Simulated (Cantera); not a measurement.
Input: 1 mol Pb, 30 mol H2, equilibrated at 27.0 mbar.

These are equilibrium values from Cantera (NASA tables, ideal gas, pure condensed phases), not measurements of a reactor. Candidate condensed phases: Pb; 4 gas species. Rates play no part.

Q: Which condensed phases are stable at each of these points (T (K)): 900, 975, 1050, 1125, 1200, 1275, 1350, 1425, 1500?

A: 
| T (K) | condensed phases | Pb condensed (%) |
|---|---|---|
| 900 | Pb(l) | 99.8 |
| 975 | Pb(l) | 99.0 |
| 1050 | Pb(l) | 94.8 |
| 1125 | Pb(l) | 78.8 |
| 1200 | Pb(l) | 26.8 |
| 1275 | gas only | 0.0 |
| 1350 | gas only | 0.0 |
| 1425 | gas only | 0.0 |
| 1500 | gas only | 0.0 |

From 900 K to 1200 K the condensed part is Pb(l). From 1275 K to 1500 K nothing is condensed.
